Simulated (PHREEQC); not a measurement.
Dissolve 0.039 mol NaOH and 0.00077 mol CO2 per kg of water at 20 °C. Closed to the air; pH follows from the charge balance.

Model: ion-association model, phreeqc.dat, run in PHREEQC.

Precipitation was switched off in this run.

**Question.** Order these C species by the share of C that they hold, largest first: NaCO3-, HCO3-, CO3-2.

**Answer.** CO3-2 (78 %), NaCO3- (22 %), HCO3- (0.24 %)

The pH is 12.66 and the ionic strength 0.0394 mol/kgw.
